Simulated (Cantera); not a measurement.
A perfectly stirred reactor is fed with CO : O2 : H2O : N2 = 0.02 : 0.033 : 0.011 : 1 (molar parts), at 4280 Torr; it is held at 1200 K, and followed from long to short residence time.

Cantera simulation using GRI-Mech 3.0 (53 species, 325 reactions); the numbers are that mechanism's predictions, not measurements.

Q: What does this change do: N2 1 to 6.5 parts?

A: 
| quantity | before | after |
|---|---|---|
| x(CO) at τ = 0.690 s | 0.000837 | 0.000311 |
| x(O2) at τ = 0.690 s | 0.0222 | 0.00366 |
| x(H2O) at τ = 0.690 s | 0.0104 | 0.00168 |
| x(H2) at τ = 0.690 s | 2.77e-6 | 1.30e-6 |
| x(HO2) at τ = 0.690 s | 2.99e-6 | 8.76e-7 |
| x(CO) at τ = 37.0 ms | 0.00572 | 0.00178 |
| x(O2) at τ = 37.0 ms | 0.0246 | 0.00440 |
| x(H2O) at τ = 37.0 ms | 0.0104 | 0.00167 |
| x(H2) at τ = 37.0 ms | 2.11e-5 | 6.49e-6 |
| x(HO2) at τ = 37.0 ms | 9.80e-6 | 2.25e-6 |
